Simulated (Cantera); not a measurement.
A closed system holds: 1 mol SiH₂Cl₂, 0.43 mol C₂H₂, 18 mol H₂, at 2298 K and 1.00 bar.

Equilibrium computed with Cantera from the NASA thermochemical tables; the gas is ideal and each condensed phase is pure. Candidate condensed phases: C, C₆H₆, C₇H₈, C₈H₁₈, Si, SiC; 109 gas species. The tables' values for SiCl, SiCl₃ are old estimates; treat these amounts as uncertain. Gases not in the tables: Si₂H₆ and higher silanes. Rates play no part.

Base state: H₂ 0.899, HCl 0.0835, H 0.00908, SiCl₂ 0.00639, Cl 0.000607, Si 0.000430, C₂H₂ (acetylene) 0.000355, SiCl 0.000322 (mole fractions); condensed: SiC(s).

**Question.** What changes in the equilibrium state with this change: temperature from 2298 K to 1100 K?

**Answer.** 
| species | before | after |
|---|---|---|
| H₂ | 0.899 | 0.929 |
| HCl | 0.0835 | 0.0529 |
| SiCl₄ | 3.31e-7 | 0.00965 |
| Cl | 0.000607 | 1.27e-9 |
| Si | 0.000430 | <1e-9 |
| H | 0.00908 | 2.49e-8 |
| C₂H₂ (acetylene) | 0.000355 | <1e-9 |
| SiCl | 0.000322 | <1e-9 |
| SiC(s), mol | 0.843 | 0.751 |
The tables' values for SiCl₃ are old estimates; treat these amounts as uncertain.

**Question.** What changes in the equilibrium state with this change: temperature from 2298 K to 1575 K?

**Answer.** 
| species | before | after |
|---|---|---|
| H₂ | 0.899 | 0.910 |
| HCl | 0.0835 | 0.0825 |
| SiCl₂ | 0.00639 | 0.00543 |
| H | 0.00908 | 3.97e-5 |
| Si | 0.000430 | 1.23e-8 |
| Si₂C | 3.47e-5 | <1e-9 |
| SiC(s), mol | 0.843 | 0.859 |
The tables' values for SiCl₃ are old estimates; treat these amounts as uncertain.

**Question.** What changes in the equilibrium state with this change: H₂ from 18 to 1600 mol?

**Answer.** 
| species | before | after |
|---|---|---|
| H₂ | 0.899 | 0.988 |
| H | 0.00908 | 0.00952 |
| HCl | 0.0835 | 0.00123 |
| SiCl₂ | 0.00639 | 9.12e-7 |
| Si | 0.000430 | 0.000312 |
| SiCl₃ | 5.23e-5 | <1e-9 |
| SiCl | 0.000322 | 3.27e-6 |
| Cl | 0.000607 | 8.52e-6 |
| SiC(s), mol | 0.843 | 0 |
